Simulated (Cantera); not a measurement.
A perfectly stirred reactor is fed with CO : O₂ : H₂O : N₂ = 0.0095 : 0.0033 : 0.00033 : 1 (molar parts), equivalence ratio 1.4, at 1000000 Pa; it is held at 1298 K, and followed from long to short residence time.

Detailed kinetics in Cantera: GRI-Mech 3.0 (53 species, 325 reactions).

x: mole fraction; the columns are a selection and need not sum to one.

```json
[
 {"τ (s)": "2.8", "x CO": "0.00282", "x O₂": "5.80e-6", "x H₂O": "0.000267", "x H₂": "5.71e-5", "x N₂O": "?", "x H₂O₂": "1.70e-11", "x NO": "2.56e-7"},
 {"τ (s)": "1.4", "x CO": "0.00283", "x O₂": "8.73e-6", "x H₂O": "0.000269", "x H₂": "5.44e-5", "x N₂O": "?", "x H₂O₂": "3.30e-11", "x NO": "3.53e-7"},
 {"τ (s)": "0.65", "x CO": "0.00285", "x O₂": "1.41e-5", "x H₂O": "0.000272", "x H₂": "5.02e-5", "x N₂O": "?", "x H₂O₂": "6.98e-11", "x NO": "5.05e-7"},
 {"τ (s)": "0.31", "x CO": "0.00287", "x O₂": "2.37e-5", "x H₂O": "0.000277", "x H₂": "4.46e-5", "x N₂O": "?", "x H₂O₂": "1.46e-10", "x NO": "7.10e-7"},
 {"τ (s)": "0.15", "x CO": "0.00292", "x O₂": "4.35e-5", "x H₂O": "0.000283", "x H₂": "3.74e-5", "x N₂O": "?", "x H₂O₂": "3.08e-10", "x NO": "9.70e-7"},
 {"τ (s)": "0.071", "x CO": "0.00306", "x O₂": "0.000105", "x H₂O": "0.000293", "x H₂": "2.75e-5", "x N₂O": "?", "x H₂O₂": "7.36e-10", "x NO": "1.22e-6"},
 {"τ (s)": "0.034", "x CO": "0.00403", "x O₂": "0.000580", "x H₂O": "0.000308", "x H₂": "1.53e-5", "x N₂O": "?", "x H₂O₂": "4.23e-9", "x NO": "9.65e-7"},
 {"τ (s)": "0.016", "x CO": "0.00597", "x O₂": "0.00155", "x H₂O": "0.000313", "x H₂": "1.13e-5", "x N₂O": "?", "x H₂O₂": "1.14e-8", "x NO": "3.91e-7"},
 {"τ (s)": "0.0078", "x CO": "0.00746", "x O₂": "0.00230", "x H₂O": "0.000314", "x H₂": "9.45e-6", "x N₂O": "?", "x H₂O₂": "1.55e-8", "x NO": "1.28e-7"}
]
```

What belongs in the gaps?


- 2.8, x N₂O: 4.39e-8
- 1.4, x N₂O: 6.77e-8
- 0.65, x N₂O: 1.12e-7
- 0.31, x N₂O: 1.88e-7
- 0.15, x N₂O: 3.38e-7
- 0.071, x N₂O: 7.49e-7
- 0.034, x N₂O: 2.39e-6
- 0.016, x N₂O: 2.74e-6
- 0.0078, x N₂O: 1.97e-6
